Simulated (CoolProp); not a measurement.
Vapour pressure (kPa) of CH3F (R41): the reference equation beside estimates from Tc = 44.1 °C, pc = 5906 kPa, ω = 0.200. Clausius-Clapeyron is anchored at -101.15 °C with a constant enthalpy of vaporisation of 17.61 kJ/mol.

Model: reference Helmholtz-energy equation of state, Lemmon 2006, in CoolProp. It is a short technical equation, of lower accuracy than the large ones.

```csv
T (°C),reference,Lee-Kesler,Clausius-Clapeyron,van der Waals
-107.35,14.91,13.18,15.07,220.0
-101.15,23.89,21.56,23.89,278.3
-94.85,37.14,34.17,36.91,347.8
-88.65,55.46,51.90,55.02,427.2
-82.35,80.89,76.89,80.38,519.8
-76.15,114.2,110.0,114.0,623.5
-69.85,158.4,154.4,159.1,742.2
-63.65,213.9,210.6,216.5,873.0
-57.35,284.8,282.8,290.8,1021
-51.15,370.9,370.8,382.6,1181
-44.85,477.5,480.1,497.8,1361
-38.65,603.8,609.7,636.2,1553
-32.35,756.4,766.2,805.7,1767
-26.15,933.4,947.4,1005,1994
```

Absolute difference from the reference over all 14 rows, mean and median: Lee-Kesler 3.8 and 2.0 %, Clausius-Clapeyron 2.4 and 1.1 %, van der Waals 477.1 and 338.3 %.
